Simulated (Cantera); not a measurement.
Cantera run, input and output.

```python
import numpy as np
import cantera as ct

gas = ct.Solution("gri30.yaml")


def delay(T, t_max=10):
    gas.TPX = T, 270000, {'CH4': 1, 'H2': 1.3, 'O2': 1.56, 'N2': 6.24, 'CO2': 0.23}
    reactor = ct.IdealGasReactor(gas, clone=False)
    net = ct.ReactorNet([reactor])
    net.rtol, net.atol = 1e-8, 1e-16
    while net.time < t_max:
        t_old, T_old = net.time, reactor.T
        net.step()
        if reactor.T > T + 400:  # ignition: a rise of 400 K
            return t_old + (T + 400 - T_old) / (reactor.T - T_old) * (net.time - t_old)
    return np.nan


taus = []
for T in [1275, 1325, 1375, 1425, 1475, 1525, 1575]:
    taus.append(delay(T))
    print(f"T0 = {T:6g} K   tau = {taus[-1]:.4e} s")
```

Result:

```
T0 =   1275 K   tau = 2.2471e-04 s
T0 =   1325 K   tau = 1.5778e-04 s
T0 =   1375 K   tau = 1.1303e-04 s
T0 =   1425 K   tau = 8.2490e-05 s
T0 =   1475 K   tau = 6.1298e-05 s
T0 =   1525 K   tau = 4.6350e-05 s
T0 =   1575 K   tau = 3.5631e-05 s
```

Cantera simulation using GRI-Mech 3.0 (53 species, 325 reactions); the numbers are that mechanism's predictions, not measurements.
